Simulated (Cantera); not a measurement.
## Carbon deposition, reforming and gasification: n-butane + NH3 + N2

A closed system holds: 1 mol n-butane, 0.02 mol NH3, 0.62 mol N2, equilibrated at 952 °C and 7.50 Torr.

Equilibrium computed with Cantera from the NASA thermochemical tables; the gas is ideal and each condensed phase is pure. Candidate condensed phases: C, C6H6, C7H8, C8H18; 92 gas species. Equilibrium is a limit: real reactors are often held back by kinetics, nucleation or transport.

```json
{
  "x(H2)": "0.889",
  "x(N2)": "0.111",
  "x(CH4)": "0.000104",
  "x(HCN)": "3.07e-5",
  "x(H)": "2.94e-6",
  "n(C(graphite))": "4.00 mol",
  "gas_amount": "5.659 mol"
}
```
